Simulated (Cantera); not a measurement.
## Pyrogenic steam for wet oxidation

An isothermal, constant-pressure homogeneous reactor starts with 15.4 % H₂, 36.7 % O₂, 47.7 % N₂, 0.176 % H₂O, equivalence ratio 0.21, at 1073 K and 0.132 atm.

Model: GRI-Mech 3.0 (53 species, 325 reactions), integrated in Cantera. The temperature is held fixed by assumption; the heat of reaction is taken as removed at once.

```tsv
t (s)	x H₂	x O₂	x NO₂	x H₂O	x N₂O
5.00e-6	0.154	0.367	<1e-12	0.00176	<1e-12
1.80e-5	0.154	0.367	<1e-12	0.00176	<1e-12
6.46e-5	0.154	0.367	<1e-12	0.00176	<1e-12
0.000232	0.154	0.367	<1e-12	0.00178	<1e-12
0.000834	0.00467	0.312	4.24e-10	0.159	1.13e-8
0.00300	0.000290	0.314	1.17e-8	0.168	1.70e-8
0.0108	2.71e-5	0.314	3.01e-8	0.169	1.83e-8
0.0387	1.75e-6	0.314	3.16e-8	0.169	1.87e-8
0.139	1.24e-7	0.314	2.10e-8	0.169	1.90e-8
0.500	2.10e-8	0.314	1.11e-8	0.169	1.91e-8
1.80	4.98e-9	0.314	6.53e-9	0.169	1.92e-8
6.46	1.38e-9	0.314	7.68e-9	0.169	1.89e-8
23.2	6.19e-10	0.314	1.47e-8	0.169	1.75e-8
83.5	5.54e-10	0.314	1.70e-8	0.169	1.32e-8
300	5.53e-10	0.314	1.70e-8	0.169	5.27e-9
```
x: mole fraction; the columns are a selection and need not sum to one.

Equilibrium at this temperature and pressure: H₂ 5.53e-10, O₂ 0.314, NO₂ 9.82e-7, H₂O 0.169, N₂O 1.50e-9 (gas phase only).
